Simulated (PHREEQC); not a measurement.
A solution holds 10 mmol/kgw H2SO4, 8.55 mmol/kgw FeSO4 and 19 mmol/kgw Fe2(SO4)3, at 25 °C. Closed to the air; pH follows from the charge balance.

The numbers come from PHREEQC with the ion-association model, phreeqc.dat.

Q: The ionic strength comes out as 0.0914 mol/kgw. What activity coefficients do HSO4-, FeHSO4+, FeHSO4+2, SO4-2, Fe+2 get?

A: HSO4- 0.79, FeHSO4+ 0.79, FeHSO4+2 0.38, SO4-2 0.38, Fe+2 0.41.

No solid was allowed to form. Saturation is exceeded, for instance for Hematite (slow to form), Goethite (slow to form); the values hold only as long as no solid forms. Complexes and solids missing from the database can't appear.
